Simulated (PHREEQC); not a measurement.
A made-up water analysis in mg/L, 25 °C, pH 5.62, pe 11.9: Na 0.022; K 0.088; Ca 0.116; Mg 0.0165; Cl 0.0987; S(6) as SO4 0.0225; Alkalinity as HCO3 0.428; Cd 0.0025.

Valence states are taken as typed.

Computed with PHREEQC (ion-association model, phreeqc.dat).

No solid was allowed to form.

Q: What ionic strength does the model give?

A: ionic strength 1.66e-5 mol/kgw.

Q: In which forms is C present?

A: CO2 84 %, HCO3- 16 % of the C.
